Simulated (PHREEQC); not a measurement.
1 kg of water meets 20 L of dry gas (CO2 1 by moles) at fixed total pressure, at 60 °C; fugacities by Peng-Robinson. The gases take part in no redox reaction, some water evaporates into the gas, and hydrates or a liquid gas phase aren't modelled. No solid was allowed to form.

Equilibrium calculation in PHREEQC: ion-association model, phreeqc.dat.

Problem. Predict dissolved CO2 (all carbonate carbon) (mol/kgw) at P (atm) = 5, 20, 75.

Solution. 
```tsv
P (atm)	dissolved CO2 (all carbonate carbon) (mol/kgw)
5	0.0777
20	0.301
75	0.879
```

Away from 25 °C the constants follow the database's enthalpies or fits; those with neither stay at their 25 °C values.
